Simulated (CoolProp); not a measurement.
Saturation properties of n-perfluorohexane (Tc = 448.0 K, pc = 1.742 MPa, ω = 0.497).

Model: reference Helmholtz-energy equation of state, Gao 2022, in CoolProp.

```csv
T (K),p (MPa),liquid density (kg/m³),vapour density (kg/m³),enthalpy of vaporisation (kJ/kg)
331.3,0.1049,1575,13.75,84.18
346.2,0.1686,1526,21.78,79.76
361.1,0.2586,1473,33.27,74.97
376,0.3814,1414,49.47,69.66
390.9,0.5443,1348,72.37,63.65
405.8,0.7556,1270,105.4,56.58
420.7,1.026,1172,156.2,47.74
435.6,1.372,1029,248.4,34.97
```

It boils at 330.3 K under 1 atm.
